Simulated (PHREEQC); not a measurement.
Dissolve 0.0095 mol NaHSO4, 0.0004 mol K2HPO4 and 0.00012 mol NaCl per kg of water at 25 °C. Closed to the air; pH follows from the charge balance.

Model: ion-association model, wateq4f.dat, run in PHREEQC.

No solid was allowed to form.

### Question
Estimate the pH, ionic strength.

### Answer
pH 2.24; ionic strength 0.0235 mol/kgw.

### Question
In which forms is S present?

### Answer
SO4-2 72 %, HSO4- 26 %, NaSO4- 1.9 % of the S.

H3PO4, which wateq4f.dat lacks, is added to it with the constant of phreeqc.dat.
